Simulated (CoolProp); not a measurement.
Vapour-liquid equilibrium of trans-2-butene (1) + ethanol (2) at 358.8 K; x and y are mole fractions of (1).

The numbers come from the multi-fluid Helmholtz-energy mixture model, Lemmon 2005 and Schroeder 2014; pair parameters Bell 2016 in CoolProp.

```
x     bubble pressure, mixture model (bar)  bubble pressure, Raoult's law (bar)  y, mixture model  y, Raoult's law
----  ------------------------------------  -----------------------------------  ----------------  ---------------
0.05                                 3.064                                1.833             0.567            0.306
0.2                                  7.079                                3.317             0.822            0.677
0.35                                 8.958                                4.801             0.866            0.819
0.5                                  9.546                                6.285             0.878            0.894
0.65                                 9.850                                7.769             0.887            0.940
0.8                                  10.34                                9.253             0.909            0.971
0.95                                 11.02                                10.74             0.967            0.994
```

The largest gap from Raoult's law is +113.4 % in bubble pressure, at x = 0.2. No azeotrope shows between x = 0.05 and 0.95.

The pair parameters rest on a limited set of measurements; away from them the model extrapolates. With so large a gap from Raoult's law the liquid may split in two, which this calculation doesn't test in full.
